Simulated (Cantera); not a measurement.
## Adiabatic ignition

An adiabatic, constant-pressure homogeneous reactor starts with 37.1 % H2, 13.2 % O2, 49.7 % N2, at 1375 K and 750 Torr.

Cantera simulation using the H2/O2 subset of GRI-Mech 3.0, which has no nitrogen chemistry; the numbers are that mechanism's predictions, not measurements.

```
t (s)     T (K)   x H2     x O2      x H      x O     x OH
--------  -----  -----  -------  -------  -------  -------
1.00e-6    1375  0.371    0.132  7.32e-8  6.40e-9  4.69e-9
2.61e-6    1375  0.371    0.132  3.70e-7  3.76e-8  2.68e-8
6.81e-6    1375  0.371    0.132  8.33e-6  8.76e-7  6.22e-7
1.78e-5    1404  0.339    0.119   0.0183  0.00194  0.00149
4.64e-5    2262  0.116   0.0102   0.0842   0.0124   0.0249
0.000121   2658  0.121  0.00504   0.0470  0.00595   0.0239
0.000316   2821  0.122  0.00305   0.0330  0.00349   0.0206
0.000825   2832  0.122  0.00293   0.0321  0.00335   0.0203
0.00215    2832  0.122  0.00293   0.0321  0.00335   0.0203
0.00562    2832  0.122  0.00293   0.0321  0.00335   0.0203
0.0147     2832  0.122  0.00293   0.0321  0.00335   0.0203
0.0383     2832  0.122  0.00293   0.0321  0.00335   0.0203
0.100      2832  0.122  0.00293   0.0321  0.00335   0.0203
```
x: mole fraction; the columns are a selection and need not sum to one.

| Quantity | Value |
|---|---|
| time of steepest temperature rise | 20.9 µs |
| temperature at 0.100 s | 2832 K |
| equilibrium temperature | 2832 K |
| x(H2) at 0.100 s | 0.122 (gas-phase equilibrium 0.122) |
| x(O2) at 0.100 s | 0.00293 (gas-phase equilibrium 0.00293) |
| x(H) at 0.100 s | 0.0321 (gas-phase equilibrium 0.0321) |
